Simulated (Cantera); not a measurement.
# Thermodynamics of tantalum, niobium, vanadium and zirconium in process gases, feed Nb + H2O

Charge: 1 mol Nb, 0.017 mol H2O, held at 2600 K and 1000 Pa.

Cantera equilibrium calculation (NASA polynomials, part measured and part estimated; ideal gas, pure solids and liquids). Candidate condensed phases: H2O, Nb, NbO, NbO2, Nb2O5; 12 gas species. Mutual solubility and eutectic melting of coexisting phases are not modelled. NbO: taken at fixed stoichiometry. Condensed phases not in the tables: N, O or C dissolved in the metal. Kinetics and transport are ignored.

```
Quantity                                  Value
----------------------------------  -----------
x(H2)                                     0.618
x(H)                                      0.302
x(NbO2)                                  0.0495
x(NbO)                                   0.0257
x(H2O)                                  0.00399
x(OH)                                  0.000451
x(O)                                   0.000142
x(Nb)                                   1.33e-5
n(Nb(s))                              0.984 mol
n(NbO(l))                            0.0142 mol
gas amount                          0.02198 mol
log10 activity of NbO2(l) (absent)        -0.83
```
